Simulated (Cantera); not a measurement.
## Stirred combustor or abatement burner

A perfectly stirred reactor is fed with CH4 : C2H6 : O2 : N2 = 1 : 1.1 : 9.14 : 34.4 (molar parts), at 760 Torr; it is adiabatic with a 725 K inlet, and is followed from long to short residence time, starting on the burning branch (τ in s: 0.24, 0.083, 0.029, 0.01, 0.0036, 0.0013, 0.00045, 0.00016, 5.5e-05, 1.9e-05, 6.8e-06).

Cantera simulation using GRI-Mech 3.0 (53 species, 325 reactions); the numbers are that mechanism's predictions, not measurements.

```
τ (s)    T (K)     x CH4   x C2H6    x O2    x HCO      x NO
-------  -----  --------  -------  ------  -------  --------
0.24      2078   6.07e-7  9.61e-8  0.0704  5.47e-9  0.000943
0.083     2074   1.49e-6  2.57e-7  0.0706  1.59e-8  0.000458
0.029     2065   3.24e-6  6.39e-7  0.0708  4.59e-8  0.000246
0.010     2045   6.62e-6  1.50e-6  0.0711  1.37e-7  0.000140
0.0036    2013   1.32e-5  3.30e-6  0.0717  3.92e-7   7.90e-5
0.0013    1966   2.74e-5  7.27e-6  0.0728  1.11e-6   4.39e-5
0.00045   1899   6.49e-5  1.76e-5  0.0749  3.25e-6   2.45e-5
0.00016   1814  0.000180  4.84e-5  0.0792  9.18e-6   1.30e-5
5.5e-5     725    0.0219   0.0241   0.200   <1e-12    <1e-12
1.9e-5     725    0.0219   0.0241   0.200   <1e-12    <1e-12
6.8e-6     725    0.0219   0.0241   0.200   <1e-12    <1e-12
```
x: mole fraction; the columns are a selection and need not sum to one.
